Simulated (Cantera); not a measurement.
An adiabatic, constant-volume homogeneous reactor starts with 19.0 % H₂, 17.0 % O₂, 64.0 % N₂, equivalence ratio 0.56, at 1648 K and 10.0 bar.

Model: GRI-Mech 3.0 (53 species, 325 reactions), integrated in Cantera. The hydrogen kinetics of GRI-Mech 3.0 are dated; newer H2 mechanisms differ, most at raised pressure.

Question: Predict: time of steepest temperature rise; temperature at 3.00 s; equilibrium temperature; x(H₂) at 3.00 s; x(O₂) at 3.00 s; x(NO) at 3.00 s; x(H₂O) at 3.00 s; x(N₂O) at 3.00 s; x(H₂O₂) at 3.00 s; x(OH) at 3.00 s.

Answer: 
- time of steepest temperature rise: 0.935 µs
- temperature at 3.00 s: 2947 K
- equilibrium temperature: 2947 K
- x(H₂) at 3.00 s: 0.00682 (gas-phase equilibrium 0.00682)
- x(O₂) at 3.00 s: 0.0649 (gas-phase equilibrium 0.0649)
- x(NO) at 3.00 s: 0.0233 (gas-phase equilibrium 0.0233)
- x(H₂O) at 3.00 s: 0.187 (gas-phase equilibrium 0.187)
- x(N₂O) at 3.00 s: 4.96e-6 (gas-phase equilibrium 4.96e-6)
- x(H₂O₂) at 3.00 s: 3.09e-6 (gas-phase equilibrium 3.09e-6)
- x(OH) at 3.00 s: 0.0240 (gas-phase equilibrium 0.0240)
